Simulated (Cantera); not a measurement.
Input (Python, Cantera) and output of one run.

```python
import numpy as np
import cantera as ct

gas_names = """
    Br Br2 Mg MgBr MgBr2 MgN MgO Mg2 N NO NO2 NO3 N2 N2O O O2 O3
""".split()
cond_names = """
    Br2(cr) Br2(L) Mg(cr) Mg(L) MgBr2(s) MgBr2(L) MgO(s) MgO(L)
""".split()


# ... load() reads the species with a 1 bar reference pressure and builds the phases ...
atoms = {
    'MgO': {'Mg': 1, 'O': 1},
    'Br2': {'Br': 2},
    'N2': {'N': 2},
}
top_T = {}  # K; cautious upper limits of use, not melting points


# ... equilibrate(T, P, feed) seeds the gas with the atoms and calls Mixture.equilibrate('TP', solver="vcs", rtol=1e-11, max_steps=5000) ...
results = []
feed = {'MgO': 1, 'Br2': 0.6, 'N2': 1.2}  # mol
P = 590000  # Pa
for T in [1225, 1275, 1325, 1375, 1425, 1475, 1525, 1575, 1625, 1675]:
    mix = equilibrate(T, P, feed)
    results.append((T, P, feed, dict(zip(mix.species_names, mix.species_moles))))

top = {s: max(r[3][s] / sum(r[3][g] for g in gas_names) for r in results) for s in gas_names}
cols = sorted((s for s in top if top[s] > 0.001), key=lambda s: -top[s])[:8]
seen = [c for c in cond_names if any(r[3].get(c, 0) > 1e-12 for r in results)]
print("log10 of partial pressures in bar; condensed amounts in mol")
print(f"{'T/K':>10s}" + "".join(f"{s[:9]:>10s}" for s in cols + seen))
for T, P, feed, n in results:
    ng = sum(n[g] for g in gas_names)
    print(f"{T:10.4g}" + "".join(f"{np.log10(max(n[s] / ng * P / 1e5, 1e-99)):10.3f}" for s in cols)
          + "".join(f"{n.get(c, 0):10.4g}" for c in seen))
```

Result:

```
log10 of partial pressures in bar; condensed amounts in mol
       T/K        N2       Br2        Br     MgBr2        O2    MgO(s)
      1225     0.592     0.283    -1.157    -2.865    -3.176    0.9996
      1275     0.591     0.278    -0.994    -2.579    -2.890    0.9992
      1325     0.589     0.271    -0.845    -2.316    -2.627    0.9985
      1375     0.587     0.262    -0.708    -2.075    -2.386    0.9974
      1425     0.584     0.249    -0.582    -1.853    -2.164    0.9956
      1475     0.581     0.234    -0.466    -1.650    -1.961    0.9929
      1525     0.577     0.214    -0.361    -1.464    -1.776    0.9891
      1575     0.572     0.189    -0.265    -1.294    -1.606    0.9837
      1625     0.567     0.158    -0.178    -1.140    -1.453    0.9764
      1675     0.560     0.121    -0.101    -1.001    -1.314    0.9671
```

Cantera equilibrium calculation (NASA polynomials, part measured and part estimated; ideal gas, pure solids and liquids).
